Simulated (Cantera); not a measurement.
An adiabatic, constant-pressure homogeneous reactor starts with C₃H₈ : O₂ : N₂ = 1 : 2.63 : 9.89 (molar parts), equivalence ratio 1.9, at 1625 K and 1.01 bar. Integrator tolerance rtol = 1e-08.

Model: GRI-Mech 3.0 (53 species, 325 reactions), integrated in Cantera. GRI-Mech 3.0 was tuned for natural gas; its chemistry of propane as a main component is partial and can be far from experiment.

Problem. What does this change do: pressure from 1.01 bar to 3.20 bar?

Solution. 
| quantity | before | after |
|---|---|---|
| time of steepest temperature rise | 36.3 µs | 15.7 µs |
| temperature at 0.500 s | 2690 K | 2740 K |
| equilibrium temperature | 2690 K | 2740 K |
| x(C₃H₈) at 0.500 s | <1e-12 (gas-phase equilibrium <1e-12) | <1e-12 (gas-phase equilibrium <1e-12) |
| x(O₂) at 0.500 s | 0.000160 (gas-phase equilibrium 0.000160) | 7.70e-5 (gas-phase equilibrium 7.70e-5) |
| x(C₂H₄) at 0.500 s | <1e-12 (gas-phase equilibrium <1e-12) | <1e-12 (gas-phase equilibrium <1e-12) |
| x(NO) at 0.500 s | 0.000744 (gas-phase equilibrium 0.000744) | 0.000557 (gas-phase equilibrium 0.000557) |
| x(CH₂CO) at 0.500 s | <1e-12 (gas-phase equilibrium <1e-12) | <1e-12 (gas-phase equilibrium <1e-12) |
| x(H) at 0.500 s | 0.0187 (gas-phase equilibrium 0.0187) | 0.0128 (gas-phase equilibrium 0.0128) |
| x(HCO) at 0.500 s | 3.20e-7 (gas-phase equilibrium 3.20e-7) | 6.53e-7 (gas-phase equilibrium 6.53e-7) |
